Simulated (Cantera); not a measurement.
A freely propagating, adiabatic, planar premixed flame of CH₄ : CO : O₂ : N₂ = 1 : 0.16 : 2.08 : 9.57 (molar parts), equivalence ratio 1.0, unburnt at 500 K and 0.227 atm; multicomponent+Soret transport, grid criteria slope 0.08 and curve 0.16, no radiation.

Cantera simulation using GRI-Mech 3.0 (53 species, 325 reactions); the numbers are that mechanism's predictions, not measurements. Burning velocities carry a grid error of a few per cent, more on coarse grids.

x: mole fraction of selected species; z is measured from the peak of heat release.

| z (mm) | T (K) | u (m/s) | x CH₄ | x CO | x O₂ | x H | x HCO | x HCN |
|---|---|---|---|---|---|---|---|---|
| -4.61 | 500 | 0.981 | 0.0780 | 0.0125 | 0.162 | <1e-8 | <1e-8 | <1e-8 |
| -3.07 | 501 | 0.983 | 0.0779 | 0.0125 | 0.162 | <1e-8 | <1e-8 | <1e-8 |
| -2.30 | 504 | 0.991 | 0.0774 | 0.0125 | 0.162 | 2.93e-8 | <1e-8 | <1e-8 |
| -1.54 | 537 | 1.06 | 0.0746 | 0.0131 | 0.160 | 3.48e-6 | <1e-8 | 1.17e-8 |
| -0.768 | 846 | 1.69 | 0.0564 | 0.0220 | 0.138 | 0.000261 | 3.81e-7 | 2.62e-7 |
| -0.384 | 1217 | 2.46 | 0.0324 | 0.0366 | 0.103 | 0.00125 | 1.21e-5 | 8.22e-7 |
| 0 | 1576 | 3.21 | 0.00812 | 0.0518 | 0.0605 | 0.00444 | 5.79e-5 | 1.79e-6 |
| 0.384 | 1717 | 3.50 | (withheld) | 0.0500 | (withheld) | (withheld) | (withheld) | (withheld) |
| 0.768 | 1749 | 3.56 | 2.75e-5 | 0.0416 | 0.0264 | 0.0109 | 1.02e-6 | 6.56e-7 |
| 1.54 | 1780 | 3.60 | 8.86e-8 | 0.0319 | 0.0217 | 0.0119 | 3.03e-8 | 9.90e-8 |
| 3.07 | 1818 | 3.66 | <1e-8 | 0.0267 | 0.0194 | 0.0111 | 2.00e-8 | <1e-8 |
| 6.14 | 1868 | 3.75 | <1e-8 | 0.0249 | (withheld) | (withheld) | (withheld) | <1e-8 |
| 12.3 | 1931 | 3.86 | <1e-8 | 0.0230 | 0.0157 | 0.00626 | <1e-8 | <1e-8 |

### Question
Complete the blanks.

### Answer

- 0.384, x CH₄: 0.000655
- 0.384, x O₂: 0.0353
- 0.384, x H: 0.00859
- 0.384, x HCO: 1.73e-5
- 0.384, x HCN: 1.54e-6
- 6.14, x O₂: 0.0178
- 6.14, x H: 0.00889
- 6.14, x HCO: 1.47e-8
